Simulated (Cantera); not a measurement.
Input: 1 mol BN, 3.7 mol HCl, 38 mol N₂, 15 mol O₂, at 1750 °C and 0.0100 bar.

Cantera equilibrium calculation (NASA polynomials, part measured and part estimated; ideal gas, pure solids and liquids). Candidate condensed phases: B, BN, B₂O₃, B₃O₃H₃, H₂O, NH₄Cl; 49 gas species. The tables' values for BOCl are old estimates; treat these amounts as uncertain. The numbers say what is thermodynamically allowed, not how fast it happens.

Problem. What is the equilibrium state?

Solution. 
```json
{
  "x(N₂)": "0.663",
  "x(O₂)": "0.230",
  "x(Cl)": "0.0385",
  "x(HCl)": "0.0254",
  "x(H₂O)": "0.0121",
  "x(HBO₂)": "0.0117",
  "x(NO)": "0.00783",
  "x(O)": "0.00382",
  "x(BO₂)": "0.00301",
  "gas_amount": "57.71 mol",
  "log10 activity of B(s) (absent)": "-10.22"
}
```
